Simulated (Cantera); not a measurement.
An adiabatic, constant-pressure homogeneous reactor starts with 5.50 % C3H8, 22.9 % O2, 71.5 % N2, equivalence ratio 1.2, at 1375 K and 28000 Pa.

Computed with Cantera and GRI-Mech 3.0 (53 species, 325 reactions). GRI-Mech 3.0 was tuned for natural gas; its chemistry of propane as a main component is partial and can be far from experiment.

x: mole fraction; the columns are a selection and need not sum to one.

```csv
t (s),T (K),x C3H8,x O2,x CH3,x N2O,x OH,x C2H2,x HO2
2.00e-6,1375,0.0550,0.229,(withheld),<1e-12,1.28e-7,1.77e-12,1.92e-6
6.32e-6,1374,0.0550,0.229,(withheld),<1e-12,6.97e-7,1.05e-10,1.43e-5
2.00e-5,1373,0.0547,0.229,(withheld),1.59e-11,2.50e-6,5.21e-9,6.70e-5
6.32e-5,1370,0.0535,0.229,(withheld),1.22e-10,8.99e-6,2.70e-7,9.33e-5
0.000200,1369,0.0480,0.225,(withheld),3.87e-10,1.33e-5,7.43e-6,8.43e-5
0.000632,2440,<1e-12,0.0237,1.85e-11,4.44e-8,0.0229,<1e-12,1.86e-6
0.00200,2652,<1e-12,0.0164,<1e-12,1.12e-7,0.0227,<1e-12,2.42e-6
0.00632,2705,<1e-12,0.0140,<1e-12,1.70e-7,0.0215,<1e-12,2.62e-6
0.0200,2703,<1e-12,0.0135,<1e-12,1.87e-7,0.0211,<1e-12,2.52e-6
0.0632,2703,<1e-12,0.0134,<1e-12,1.88e-7,0.0211,<1e-12,2.52e-6
0.200,2703,<1e-12,0.0134,<1e-12,1.88e-7,0.0211,<1e-12,2.52e-6
```

Question: Some entries are withheld; supply them.

Answer: 
- 2.00e-6, x CH3: 1.97e-5
- 6.32e-6, x CH3: 7.17e-5
- 2.00e-5, x CH3: 0.000270
- 6.32e-5, x CH3: 0.000914
- 0.000200, x CH3: 0.00146
